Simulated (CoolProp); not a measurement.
Properties of cyclopropane at several states.

Computed with CoolProp (reference Helmholtz-energy equation of state, Polt 1992). This equation is an older, rougher fit.

```tsv
T (K)	p (MPa)	phase	cp (kJ/(kg K))	speed of sound (m/s)	fugacity coefficient
447.7	0.645	gas	2.083	305.5	0.9721
315.5	0.0107	gas	1.415	268.9	0.9986
298.9	0.0523	gas	1.346	261.8	0.9918
436.1	0.339	gas	2.012	305.2	0.9841
414.4	0.0572	gas	1.894	301.6	0.9969
```
